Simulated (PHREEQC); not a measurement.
**Alkaline etch or developer: an equilibrium model**

Solution (20 °C): 0.013 mol/kgw LiOH, 0.0011 mol/kgw CO2 and 0.19 mol/kgw Na2CO3. Closed to the air; pH follows from the charge balance.

Equilibrium calculation in PHREEQC: ion-association model, phreeqc.dat.

Each row changes one thing in this solution. This is a speciation only: nothing precipitates in the calculation.

```
case                                  pH  ionic strength (mol/kgw)  Na+ (mol/kgw)  NaCO3- (mol/kgw)  CO3-2 (mol/kgw)  HCO3- (mol/kgw)
---------------------------------  -----  ------------------------  -------------  ----------------  ---------------  ---------------
as made                            12.05                     0.392          0.284            0.0959           0.0945         0.000713
LiOH from 0.013 to 0.0143 mol/kgw  12.09                     0.393          0.284            0.0958           0.0946         0.000645
temperature from 20 to 65 °C       10.84                     0.256          0.217             0.163           0.0261          0.00190
0.0072 mol/kgw TMAH added          12.25                     0.399          0.284            0.0957           0.0949         0.000447
temperature from 20 to 60 °C       10.95                     0.265          0.221             0.159                ?          0.00176
temperature from 20 to 35 °C       11.58                     0.331          0.254             0.126           0.0640          0.00108
CO2 from 0.0011 to 0.011 mol/kgw   10.94                     0.391              ?            0.0961           0.0950          0.00920
LiOH left out                      11.30                     0.377          0.285            0.0949           0.0920          0.00394
```

Task: Fill in the missing entries.

Result: 
- temperature from 20 to 60 °C, CO3-2 (mol/kgw): 0.0305
- CO2 from 0.0011 to 0.011 mol/kgw, Na+ (mol/kgw): 0.283

(CH3)4N+ isn't in the database: it is added as a free cation with an ion size of 4 Å. Away from 25 °C the constants follow the database's enthalpies or fits; those with neither stay at their 25 °C values.
